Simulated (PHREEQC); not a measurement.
A made-up water analysis in mmol/kgw, 25 °C, pH 6.55, pe 9.6: Na 0.0583; K 0.0104; Ca 0.0261; Mg 0.0406; Cl 0.0623; S(6) 0.0243; Alkalinity (meq/kgw) 0.0922; N(5) 0.00509; Si 5.6e-05.

Cl is adjusted to close the charge balance.
Valence states are taken as typed.

Computed with PHREEQC (ion-association model, wateq4f.dat).

| Property | Result |
|---|---|
| ionic strength | 0.000292 mol/kgw |

| species | molality | activity | log γ |
|---|---|---|---|
| HCO3- | 9.23e-5 | 9.06e-5 | -0.008 |
| Na+ | 5.83e-5 | 5.72e-5 | -0.009 |
| CO2 | 5.74e-5 | 5.74e-5 | 0.000 |
| Cl- | 5.62e-5 | 5.51e-5 | -0.009 |
| Mg+2 | 4.04e-5 | 3.73e-5 | -0.034 |
| Ca+2 | 2.60e-5 | 2.40e-5 | -0.034 |
| SO4-2 | 2.40e-5 | 2.22e-5 | -0.034 |
| K+ | 1.04e-5 | 1.02e-5 | -0.009 |
| NO3- | 5.09e-6 | 4.99e-6 | -0.009 |
| H+ | 2.87e-7 | 2.82e-7 | -0.008 |
| MgSO4 | 1.94e-7 | 1.94e-7 | 0.000 |
| CaSO4 | 1.06e-7 | 1.06e-7 | 0.000 |

No solid was allowed to form.
